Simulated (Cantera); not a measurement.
Feed: 1 mol SiO2, 0.016 mol Si, 4.5 mol H2, at 750 Torr.

These are equilibrium values from Cantera (NASA tables, ideal gas, pure condensed phases), not measurements of a reactor. Candidate condensed phases: H2O, Si, SiO2; 18 gas species. Mutual solubility and eutectic melting of coexisting phases are not modelled. The tables hold silica as quartz up to 1696 K and as liquid above; real silica turns to tridymite and cristobalite and melts near 1996 K. Rates play no part.

x: gas mole fraction; n: condensed amount in mol.

| T (K) | x H2 | x SiO | x H2O | x H | n Si(s) | n SiO2(β-quartz) | n SiO2(condensed) |
|---|---|---|---|---|---|---|---|
| 1573 | 0.998 | 0.00184 | 6.95e-6 | 4.06e-5 | 0.0119 | 0.996 | 0 |
| 1623 | 0.996 | 0.00408 | 1.11e-5 | 6.90e-5 | 0.00676 | 0.991 | 0 |
| 1673 | 0.993 | 0.00706 | 2.11e-5 | 0.000113 | 0 | 0.984 | 0 |
| 1723 | 0.993 | 0.00712 | 6.35e-5 | 0.000182 | 0 | 0 | 0.984 |
| 1773 | 0.992 | 0.00723 | 0.000176 | 0.000283 | 0 | 0 | 0.983 |
| 1823 | 0.992 | 0.00751 | ___ | ___ | 0 | 0 | 0.982 |
| 1873 | 0.990 | 0.00810 | ___ | ___ | 0 | 0 | 0.979 |
| 1923 | 0.988 | 0.00924 | 0.00220 | 0.000936 | 0 | 0 | 0.974 |

What belongs in the gaps?


- 1823, x H2O: 0.000451
- 1823, x H: 0.000431
- 1873, x H2O: 0.00105
- 1873, x H: 0.000642
